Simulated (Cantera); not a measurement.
An adiabatic, constant-volume homogeneous reactor starts with CH4 : C2H6 : C3H8 : O2 : N2 = 1 : 0.15 : 1.2 : 3.88 : 14.6 (molar parts), equivalence ratio 2.2, at 1325 K and 2930 Torr. Integrator tolerance rtol = 1e-08.

Cantera simulation using GRI-Mech 3.0 (53 species, 325 reactions); the numbers are that mechanism's predictions, not measurements. GRI-Mech 3.0 was tuned for natural gas; its chemistry of propane as a main component is partial and can be far from experiment.

### Question
What does this change do: C2H6 0.15 to 0.25 parts?

### Answer
```tsv
quantity	before	after
time of steepest temperature rise	0.317 ms	0.280 ms
temperature at 10.0 s	2664 K	2615 K
equilibrium temperature	2664 K	2615 K
x(CH4) at 10.0 s	1.71e-9 (gas-phase equilibrium 1.91e-9)	2.87e-9 (gas-phase equilibrium 3.21e-9)
x(C2H6) at 10.0 s	<1e-12 (gas-phase equilibrium <1e-12)	<1e-12 (gas-phase equilibrium <1e-12)
x(C3H8) at 10.0 s	<1e-12 (gas-phase equilibrium <1e-12)	<1e-12 (gas-phase equilibrium <1e-12)
x(H2O) at 10.0 s	0.0920 (gas-phase equilibrium 0.0920)	0.0846 (gas-phase equilibrium 0.0846)
x(OH) at 10.0 s	0.000851 (gas-phase equilibrium 0.000851)	0.000592 (gas-phase equilibrium 0.000592)
x(H2O2) at 10.0 s	6.00e-9 (gas-phase equilibrium 6.00e-9)	3.45e-9 (gas-phase equilibrium 3.45e-9)
```

### Question
What does this change do: pressure from 2930 Torr to 2480 Torr?

### Answer
```
quantity                                                              before                                      after
---------------------------------  -----------------------------------------  -----------------------------------------
time of steepest temperature rise                                   0.317 ms                                   0.349 ms
temperature at 10.0 s                                                 2664 K                                     2660 K
equilibrium temperature                                               2664 K                                     2660 K
x(CH4) at 10.0 s                     1.71e-9 (gas-phase equilibrium 1.91e-9)    1.23e-9 (gas-phase equilibrium 1.38e-9)
x(C2H6) at 10.0 s                      <1e-12 (gas-phase equilibrium <1e-12)      <1e-12 (gas-phase equilibrium <1e-12)
x(C3H8) at 10.0 s                      <1e-12 (gas-phase equilibrium <1e-12)      <1e-12 (gas-phase equilibrium <1e-12)
x(H2O) at 10.0 s                       0.0920 (gas-phase equilibrium 0.0920)      0.0919 (gas-phase equilibrium 0.0919)
x(OH) at 10.0 s                    0.000851 (gas-phase equilibrium 0.000851)  0.000908 (gas-phase equilibrium 0.000908)
x(H2O2) at 10.0 s                    6.00e-9 (gas-phase equilibrium 6.00e-9)    5.85e-9 (gas-phase equilibrium 5.85e-9)
```
